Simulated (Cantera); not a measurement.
Mixture: CO : H2 : O2 : N2 : H2O = 1 : 0.45 : 0.453 : 1.5 : 0.44 (molar parts), equivalence ratio 1.6, at 10.0 bar, adiabatic and at constant volume. Ignition delay is the time to a rise of 400 K.

Computed with Cantera and GRI-Mech 3.0 (53 species, 325 reactions). The hydrogen kinetics of GRI-Mech 3.0 are dated; newer H2 mechanisms differ, most at raised pressure.

Q: Predict: delay at 1000 K; delay at 1050 K; delay at 1100 K; delay at 1150 K; delay at 1200 K; delay at 1250 K; delay at 1300 K; apparent activation energy between 1200 and 1300 K.

A: 
| Property | Result |
|---|---|
| delay at 1000 K | 4.06 ms |
| delay at 1050 K | 1.42 ms |
| delay at 1100 K | 0.538 ms |
| delay at 1150 K | 0.214 ms |
| delay at 1200 K | 88.3 µs |
| delay at 1250 K | 37.4 µs |
| delay at 1300 K | 16.8 µs |
| apparent activation energy between 1200 and 1300 K | 220 kJ/mol |
